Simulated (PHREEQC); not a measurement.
Make-up at 25 °C: 0.00022 mol PbCl2, 0.0025 mol HBF4 and 0.00025 mol Zn(NO3)2 per kg of water. Closed to the air; pH follows from the charge balance.

All values are PHREEQC results (ion-association model, wateq4f.dat), not measurements.

Problem. The ionic strength comes out as 0.00390 mol/kgw. What activity coefficients do PbF+, HF2-, PbNO3+, F-, Pb+2 get?

Solution. PbF+ 0.94, HF2- 0.93, PbNO3+ 0.94, F- 0.93, Pb+2 0.76.

Precipitation was switched off in this run. Real BF4- forms and hydrolyses slowly; the run takes it at equilibrium.
